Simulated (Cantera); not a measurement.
Input (Python, Cantera):

```python
import numpy as np
import cantera as ct

gas = ct.Solution("gri30.yaml")
gas.TPX = 1550, 100000, {'CO': 1, 'H2': 0.95, 'O2': 0.65, 'N2': 6.5, 'CO2': 0.013}
reactor = ct.IdealGasReactor(gas, energy="on", clone=False)
net = ct.ReactorNet([reactor])
net.rtol, net.atol = 1e-08, 1e-16
show = ['CO', 'H2', 'O2', 'NO', 'O', 'H2O2']
times = np.geomspace(9e-06, 0.2, 13)

steps = ct.SolutionArray(gas, extra=["t"])
rows = []
print(f"{'t/s':>10s}{'T/K':>9s}{'P/Pa':>11s}" + "".join(f"{s:>11s}" for s in show))
for t in times:
    while net.time < t:
        t_next = net.step()
        steps.append(gas.state, t=t_next)
    rows.append([np.interp(t, steps.t, y) for y in (steps.T, steps.P, *steps(*show).X.T)])
    print(f"{t:10.3e}{rows[-1][0]:9.1f}{rows[-1][1]:11.4g}" + "".join(f"{x:11.3e}" for x in rows[-1][2:]))
rate = np.gradient(steps.T, steps.t)
print("integrator steps:", len(steps.t))
if steps.T.max() > steps.T[0] + 200:
    print(f"time of steepest temperature rise: {steps.t[rate.argmax()]:.4e} s")
gas.TPX = 1550, 100000, {'CO': 1, 'H2': 0.95, 'O2': 0.65, 'N2': 6.5, 'CO2': 0.013}
gas.equilibrate("UV")
print(f"equilibrium (UV): T = {gas.T:.1f} K  " + "  ".join(f"{s} {gas[s].X[0]:.3e}" for s in show))
```

Output:

```
       t/s      T/K       P/Pa         CO         H2         O2         NO          O       H2O2
 9.000e-06   1550.0      1e+05  1.097e-01  1.042e-01  7.131e-02  2.201e-13  4.193e-06  1.369e-08
 2.072e-05   1563.9  1.009e+05  1.086e-01  8.652e-02  6.301e-02  2.027e-08  2.057e-03  2.618e-07
 4.772e-05   1902.9  1.208e+05  7.556e-02  2.271e-02  1.498e-02  2.734e-05  1.383e-02  2.913e-07
 1.099e-04   2221.8  1.382e+05  7.395e-02  2.256e-02  1.061e-02  9.682e-05  8.361e-03  1.156e-07
 2.530e-04   2478.5  1.517e+05  7.103e-02  1.982e-02  6.361e-03  2.634e-04  3.831e-03  6.895e-08
 5.826e-04   2623.1  1.591e+05  6.762e-02  1.768e-02  3.306e-03  6.664e-04  1.652e-03  5.804e-08
 1.342e-03   2654.9  1.607e+05  6.680e-02  1.725e-02  2.437e-03  1.333e-03  1.175e-03  5.328e-08
 3.089e-03   2651.2  1.605e+05  6.706e-02  1.743e-02  2.268e-03  2.236e-03  1.105e-03  5.096e-08
 7.114e-03   2647.9  1.603e+05  6.726e-02  1.756e-02  2.176e-03  2.842e-03  1.069e-03  4.952e-08
 1.638e-02   2647.4  1.602e+05  6.729e-02  1.758e-02  2.162e-03  2.933e-03  1.063e-03  4.931e-08
 3.772e-02   2647.3  1.602e+05  6.729e-02  1.758e-02  2.162e-03  2.933e-03  1.063e-03  4.931e-08
 8.686e-02   2647.3  1.602e+05  6.729e-02  1.758e-02  2.162e-03  2.933e-03  1.063e-03  4.931e-08
 2.000e-01   2647.3  1.602e+05  6.729e-02  1.758e-02  2.162e-03  2.933e-03  1.063e-03  4.931e-08
integrator steps: 1264
time of steepest temperature rise: 2.5398e-05 s
equilibrium (UV): T = 2647.3 K  CO 6.729e-02  H2 1.758e-02  O2 2.162e-03  NO 2.933e-03  O 1.063e-03  H2O2 4.931e-08
```

Detailed kinetics in Cantera: GRI-Mech 3.0 (53 species, 325 reactions).
